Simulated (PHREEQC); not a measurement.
Consider water at 25 °C with 0.00018 mol/kgw RbOH, 0.017 mol/kgw LiOH and 0.00065 mol/kgw H2SeO4. Closed to the air; pH follows from the charge balance.

The numbers come from PHREEQC with the ion-association model, wateq4f.dat.

Task: The ionic strength comes out as 0.0178 mol/kgw. What activity coefficients do SeO4-2, Li+, OH-, Rb+ get?

Result: SeO4-2 0.59, Li+ 0.88, OH- 0.87, Rb+ 0.88.

Precipitation was switched off in this run.
